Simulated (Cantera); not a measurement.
**Transport properties of process gases**

Gas mixture: C2H6 = 0.33 (molar parts), at 0.000110 bar, frozen composition.

Cantera's kinetic-theory transport with the Lennard-Jones parameters of GRI-Mech 3.0, ideal gas; thermal conductivity in the mixture-averaged form. The composition is frozen, though it would react at the higher temperatures.

```csv
T (K),ρ (kg/m³),cp (J/kg/K),μ (µPa s),λ (mW/m/K),Pr,D (cm²/s) H,D (cm²/s) NO,D (cm²/s) CH3
400,9.95e-5,2167,12.3,35.6,0.750,13000,2260,2490
650,6.12e-5,3147,18.6,77.9,0.752,31000,5320,5940
900,4.42e-5,3837,23.8,122,0.748,54400,9270,10400
1150,3.46e-5,4365,28.4,165,0.751,82500,14000,15800
1400,2.84e-5,4736,32.6,206,0.749,115000,19500,22100
1650,2.41e-5,5004,36.4,244,0.747,151000,25600,29000
```
D: mixture-averaged diffusion coefficient of that species in the mixture.
